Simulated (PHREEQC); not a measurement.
A made-up water analysis in mg/L, 20 °C, pH 7.9, pe 2.3: Na 30.3; K 10.6; Ca 49.8; Mg 11.6; Cl 40.2; S(6) as SO4 116; Alkalinity as HCO3 87.1; F 0.191; B 0.753; N(-3) as NH4 0.0753.

Valence states are taken as typed.

All values are PHREEQC results (ion-association model, phreeqc.dat), not measurements.

Problem. The ionic strength comes out as 0.00729 mol/kgw. What activity coefficients do MgHCO3+, SO4-2, HCO3-, F-, NH4+ get?

Solution. MgHCO3+ 0.91, SO4-2 0.70, HCO3- 0.92, F- 0.91, NH4+ 0.91.

This is a speciation only: nothing precipitates in the calculation. Complexes and solids missing from the database can't appear. Real BF4- forms and hydrolyses slowly; the run takes it at equilibrium.
